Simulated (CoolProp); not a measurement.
Saturated liquid density (kg/m³) of ethylbenzene: the reference equation beside estimates from Tc = 617.1 K, pc = 3622 kPa, ω = 0.304. Rackett uses Z = 0.29056 − 0.08775 ω.

The numbers come from the reference Helmholtz-energy equation of state, Zhou 2012 in CoolProp.

```json
[
 {"T (K)": "462.6", "reference": "704.2", "Rackett": "696.5", "van der Waals": "408.4", "Redlich-Kwong": "585.5", "Soave-Redlich-Kwong": "617.5"},
 {"T (K)": "471.4", "reference": "694.1", "Rackett": "686.2", "van der Waals": "402.4", "Redlich-Kwong": "574.8", "Soave-Redlich-Kwong": "607.0"},
 {"T (K)": "480.3", "reference": "683.6", "Rackett": "675.4", "van der Waals": "396.1", "Redlich-Kwong": "563.6", "Soave-Redlich-Kwong": "595.9"},
 {"T (K)": "489.2", "reference": "672.9", "Rackett": "664.4", "van der Waals": "389.7", "Redlich-Kwong": "551.9", "Soave-Redlich-Kwong": "584.3"},
 {"T (K)": "498.1", "reference": "661.7", "Rackett": "653.0", "van der Waals": "382.9", "Redlich-Kwong": "539.8", "Soave-Redlich-Kwong": "572.1"},
 {"T (K)": "506.9", "reference": "650.3", "Rackett": "641.3", "van der Waals": "376.0", "Redlich-Kwong": "527.3", "Soave-Redlich-Kwong": "559.4"},
 {"T (K)": "515.8", "reference": "638.3", "Rackett": "629.0", "van der Waals": "368.7", "Redlich-Kwong": "514.2", "Soave-Redlich-Kwong": "545.9"},
 {"T (K)": "524.7", "reference": "625.7", "Rackett": "616.2", "van der Waals": "361.1", "Redlich-Kwong": "500.4", "Soave-Redlich-Kwong": "531.6"},
 {"T (K)": "533.5", "reference": "612.7", "Rackett": "602.9", "van der Waals": "353.1", "Redlich-Kwong": "486.1", "Soave-Redlich-Kwong": "516.6"},
 {"T (K)": "542.4", "reference": "598.8", "Rackett": "588.7", "van der Waals": "344.6", "Redlich-Kwong": "470.9", "Soave-Redlich-Kwong": "500.5"}
]
```

Absolute difference from the reference over all 10 rows, mean and median: Rackett 1.4 and 1.3 %, van der Waals 42.2 and 42.2 %, Redlich-Kwong 18.8 and 18.7 %, Soave-Redlich-Kwong 14.0 and 13.8 %.
